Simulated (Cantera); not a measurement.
Charge: 1 mol PbO, 0.35 mol C, 1.4 mol N₂, equilibrated at 775 °C and 36.0 Pa.

Equilibrium computed with Cantera from the NASA thermochemical tables; the gas is ideal and each condensed phase is pure. Candidate condensed phases: C, Pb, PbO, PbO₂, Pb₃O₄; 27 gas species. Mutual solubility and eutectic melting of coexisting phases are not modelled. Rates play no part.

Base state: N₂ 0.697, CO₂ 0.174, Pb 0.125, PbO 0.00389, CO 2.56e-5 (mole fractions); condensed: Pb(l) + PbO(yellow).

Problem. What changes in the equilibrium state with this change: temperature from 775 °C to 2202 °C?

Solution. 
```csv
species,before,after
N₂,0.697,0.428
Pb,0.125,0.305
O,<1e-9,0.119
CO₂,0.174,0.0101
O₂,1.08e-8,0.0309
CO,2.56e-5,0.0977
NO,1.11e-8,0.00622
PbO,0.00389,0.00356
"Pb(l), mol",0.450,0
"PbO(yellow), mol",0.292,0
```
